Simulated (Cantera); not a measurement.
An isothermal, constant-pressure homogeneous reactor starts with 40.8 % H2, 31.4 % O2, 26.7 % N2, 1.13 % H2O, equivalence ratio 0.65, at 950 K and 0.410 bar.

Computed with Cantera and GRI-Mech 3.0 (53 species, 325 reactions). The temperature is held fixed by assumption; the heat of reaction is taken as removed at once.

x: mole fraction; the columns are a selection and need not sum to one.

| t (s) | x H2 | x O2 | x NO | x OH | x HO2 |
|---|---|---|---|---|---|
| 0.000100 | 0.408 | 0.314 | <1e-12 | 3.08e-10 | 1.09e-8 |
| 0.000250 | 0.408 | 0.314 | <1e-12 | 8.19e-8 | 2.84e-6 |
| 0.000626 | 0.170 | 0.211 | 8.43e-8 | 0.000207 | 0.000256 |
| 0.00157 | 0.160 | 0.207 | 2.41e-8 | 5.43e-8 | 9.32e-5 |
| 0.00391 | 0.160 | 0.207 | 1.50e-8 | 4.95e-8 | 5.32e-5 |
| 0.00979 | 0.159 | 0.206 | 1.70e-8 | 6.22e-8 | 5.66e-5 |
| 0.0245 | 0.158 | 0.206 | [?] | [?] | [?] |
| 0.0613 | 0.153 | 0.203 | 2.74e-8 | 2.32e-7 | 9.38e-5 |
| 0.153 | 0.130 | 0.194 | 2.95e-8 | 3.44e-7 | 0.000102 |
| 0.383 | 0.0822 | 0.173 | 2.59e-8 | 3.58e-7 | 8.77e-5 |
| 0.959 | 0.0232 | 0.148 | 1.77e-8 | 4.01e-7 | 5.38e-5 |
| 2.40 | [?] | 0.139 | [?] | [?] | [?] |
| 6.00 | 0.000222 | 0.138 | 1.28e-9 | 5.33e-8 | 2.01e-6 |

Question: Complete the blanks.

Answer: 
- 0.0245, x NO: 2.07e-8
- 0.0245, x OH: 1.04e-7
- 0.0245, x HO2: 6.98e-5
- 2.40, x H2: 0.00166
- 2.40, x NO: 4.75e-9
- 2.40, x OH: 2.07e-7
- 2.40, x HO2: 1.10e-5
